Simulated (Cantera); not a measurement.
Feed: 1 mol SiCl4, 0.0052 mol Cl2, 230 mol N2, at 1425 °C and 1 atm.

Method: chemical equilibrium by Gibbs-energy minimisation in Cantera with the NASA 1993 tables (ideal gas, pure condensed phases). Candidate condensed phases: Si, Si3N4; 13 gas species. The tables' values for SiCl3 are old estimates; treat these amounts as uncertain. Rates play no part.

Base state: N2 0.995, SiCl4 0.00381, Cl 0.000627, SiCl3 0.000421, SiCl2 9.18e-5, Cl2 1.10e-5 (mole fractions); condensed: gas only.

Q: What changes in the equilibrium state with this change: Cl2 from 0.0052 to 0.79 mol?

A: 
```json
[
 {"species": "N2", "before": "0.995", "after": "0.990"},
 {"species": "Cl", "before": "0.000627", "after": "0.00529"},
 {"species": "SiCl4", "before": "0.00381", "after": "0.00425"},
 {"species": "Cl2", "before": "1.10e-5", "after": "0.000783"},
 {"species": "SiCl2", "before": "9.18e-5", "after": "1.44e-6"},
 {"species": "SiCl3", "before": "0.000421", "after": "5.56e-5"}
]
```
